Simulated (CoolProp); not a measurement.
Ammonia along the isobar 14.2 MPa: Z from the reference equation and from simpler models built on Tc = 405.6 K, pc = 11.36 MPa, ω = 0.256; each cubic takes its own stable root.

Computed with CoolProp (reference Helmholtz-energy equation of state, Gao 2020).

```tsv
T (K)	phase	reference	van der Waals	Redlich-Kwong	Soave-Redlich-Kwong	Peng-Robinson
272.2	liquid	0.1646	0.3075	0.2138	0.2072	0.1836
278.7	liquid	0.1629	0.3036	0.2118	0.2049	___
285.2	liquid	0.1613	0.3000	0.2100	0.2030	0.1798
291.7	liquid	0.1599	0.2967	0.2084	0.2013	0.1782
298.2	liquid	0.1587	0.2937	0.2071	0.1999	0.1769
304.7	liquid	0.1577	0.2911	0.2061	0.1988	0.1759
311.2	liquid	0.1568	0.2888	0.2054	0.1979	0.1751
317.7	liquid	___	0.2868	0.2049	0.1974	0.1746
324.2	liquid	0.1556	0.2851	0.2048	0.1971	___
330.7	liquid	0.1553	0.2837	0.2050	0.1972	0.1745
337.2	liquid	0.1553	0.2828	0.2055	0.1977	0.1749
```

### Question
What belongs in the gaps?

### Answer

- 278.7, Peng-Robinson: 0.1815
- 317.7, reference: 0.1561
- 324.2, Peng-Robinson: 0.1744
